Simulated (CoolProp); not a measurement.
Saturation properties of acetone.

Values from CoolProp's reference Helmholtz-energy equation of state, Lemmon 2006. It is a short technical equation, of lower accuracy than the large ones.

| T (°C) | p (MPa) | enthalpy of vaporisation (kJ/kg) | surface tension (mN/m) |
|---|---|---|---|
| 1.05 | ___ | 557.9 | 25.7 |
| 12.55 | 0.01747 | 546.6 | 24.3 |
| 24.05 | ___ | 535.2 | 22.8 |
| 35.55 | 0.04755 | 523.4 | 21.4 |
| 47.05 | ___ | 511.2 | ___ |
| 58.55 | 0.1102 | 498.7 | 18.6 |
| 70.05 | 0.1598 | 485.6 | 17.2 |
| 81.55 | 0.2254 | ___ | 15.8 |
| 93.05 | 0.3102 | 457.7 | ___ |
| 104.55 | 0.4178 | ___ | 13.1 |

### Question
What belongs in the gaps?

### Answer

- 1.05, p (MPa): 0.009829
- 24.05, p (MPa): 0.02949
- 47.05, p (MPa): 0.07367
- 47.05, surface tension (mN/m): 20.0
- 81.55, enthalpy of vaporisation (kJ/kg): 472.0
- 93.05, surface tension (mN/m): 14.4
- 104.55, enthalpy of vaporisation (kJ/kg): 442.7

It boils at 56.1 °C under 1 atm.

Surface tension comes from a separate correlation (Mulero 2012).
